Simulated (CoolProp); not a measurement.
Vapour-liquid equilibrium of dimethyl ether (1) + R236EA (2) at 326.2 K; x and y are mole fractions of (1).

The numbers come from the multi-fluid Helmholtz-energy mixture model, Wu 2011 and Rui 2013; pair parameters Bell 2016 in CoolProp.

### Question
Give the bubble pressure and the first vapour's composition at x = 0.125, 0.35, 0.95. Is there an azeotrope?

### Answer
x = 0.125: 507.2 kPa, y = 0.144; x = 0.35: 559.0 kPa, y = 0.449; x = 0.95: 1164 kPa, y = 0.989. No azeotrope shows between x = 0.05 and 0.95.

Pair parameters are fitted to limited data, so mixtures are less certain than the pure fluids.
